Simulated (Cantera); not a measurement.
**MgCO3 + C + H2 (calcination and drying)**

A closed system holds: 1 mol MgCO3, a varied amount of C, 0.92 mol H2, equilibrated at 500 °C and 0.000130 bar.

Method: chemical equilibrium by Gibbs-energy minimisation in Cantera with the NASA 1993 tables (ideal gas, pure condensed phases). Candidate condensed phases: C, C6H6, C7H8, C8H18, H2O, Mg, MgCO3, MgO, Mg(OH)2; 116 gas species. Rates play no part.

```csv
n(C) (mol),log p CO,log p CO2,log p H2,log p H2O,n MgO(s)
0.011,-4.68,-4.32,-4.37,-4.72,1.00
0.021,-4.67,-4.33,-4.37,-4.73,1.00
0.039,-4.65,-4.33,-4.36,-4.76,1.00
0.072,-4.60,-4.35,-4.35,-4.81,1.00
0.13,-4.53,-4.37,-4.34,-4.89,1.00
0.25,-4.41,-4.44,-4.33,-5.07,1.00
0.47,-4.26,-4.61,-4.34,-5.39,1.00
0.87,-4.09,-5.26,-4.37,-6.25,1.00
```
log p: log10 of the partial pressure in bar; n: condensed amount in mol.

From 0.011 mol C to 0.87 mol C the condensed part is MgO(s).
